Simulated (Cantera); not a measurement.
A Cantera script and what it prints.

```python
import numpy as np
import cantera as ct

gas_names = """
    H H2 N NH NH2 NH3 N2 N2H2 N2H4 Zr ZrN
""".split()
cond_names = """
    Zr(a) Zr(b) Zr(L) ZrN(s) ZrN(L)
""".split()


# ... load() reads the species with a 1 bar reference pressure and builds the phases ...
atoms = {
    'Zr': {'Zr': 1},
    'NH3': {'N': 1, 'H': 3},
}
top_T = {}  # K; cautious upper limits of use, not melting points


# ... equilibrate(T, P, feed) seeds the gas with the atoms and calls Mixture.equilibrate('TP', solver="vcs", rtol=1e-11, max_steps=5000) ...
results = []
feed = {'Zr': 1, 'NH3': 0.11}  # mol
T = 2273.15  # K
P = 160000  # Pa
mix = equilibrate(T, P, feed)
results.append((T, P, feed, dict(zip(mix.species_names, mix.species_moles))))
print(gas.report(threshold=1e-06))
for i in range(1, mix.n_phases):
    print(f"{mix.phase(i).name:16s} {mix.phase_moles(i):12.5e} mol")
```

Output:

```
       temperature   2273.2 K
          pressure   1.6e+05 Pa
           density   0.01701 kg/m^3
  mean mol. weight   2.0093 kg/kmol
   phase of matter   gas

                          1 kg             1 kmol
                     ---------------   ---------------
          enthalpy        3.1727e+07         6.375e+07  J
   internal energy        2.2321e+07         4.485e+07  J
           entropy             94101        1.8908e+05  J/K
    Gibbs function       -1.8218e+08       -3.6606e+08  J
 heat capacity c_p             17407             34976  J/K
 heat capacity c_v             13269             26661  J/K

                      mass frac. Y      mole frac. X     chem. pot. / RT
                     ---------------   ---------------   ---------------
                 H         0.0033231         0.0066243           -9.7163
                H2           0.99667           0.99338           -19.433
     [   +9 minor]        5.5303e-06        1.5229e-07

Zr(L)             8.90000e-01 mol
ZrN(s)            1.10000e-01 mol
```

Equilibrium computed with Cantera from the NASA thermochemical tables; the gas is ideal and each condensed phase is pure. Mutual solubility and eutectic melting of coexisting phases are not modelled. ZrN: taken at fixed stoichiometry. Condensed phases not in the tables: N, O or C dissolved in the metal.
